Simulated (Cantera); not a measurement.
A perfectly stirred reactor is fed with C3H8 : O2 : N2 = 1 : 4.17 : 17.1 (molar parts), at 99000 Pa; it is adiabatic with a 323 K inlet, and is followed from long to short residence time, starting on the burning branch (τ in s: 0.1, 0.049, 0.023, 0.011, 0.0053, 0.0025, 0.0012, 0.00057, 0.00027, 0.00013, 6.1e-05).

Model: GRI-Mech 3.0 (53 species, 325 reactions), integrated in Cantera. GRI-Mech 3.0 was tuned for natural gas; its chemistry of propane as a main component is partial and can be far from experiment.

Problem. What does this change do: N2 17.1 to 25 parts?

Solution. 
```tsv
quantity	before	after
blow-out, bracketed by the residence times tried	burning at 0.130 ms, out at 61.0 µs	burning at 0.570 ms, out at 0.270 ms
x(C3H8) at τ = 0.100 s	2.72e-7	9.38e-7
x(O2) at τ = 0.100 s	0.000368	0.000188
x(O) at τ = 0.100 s	9.64e-5	2.05e-5
x(H) at τ = 0.100 s	0.00172	0.00107
x(HO2) at τ = 0.100 s	1.11e-7	7.48e-8
x(C3H8) at τ = 2.50 ms	4.93e-6	1.37e-5
x(O2) at τ = 2.50 ms	0.00317	0.00227
x(O) at τ = 2.50 ms	0.000868	0.000245
x(H) at τ = 2.50 ms	0.00608	0.00355
x(HO2) at τ = 2.50 ms	1.08e-6	1.06e-6
```
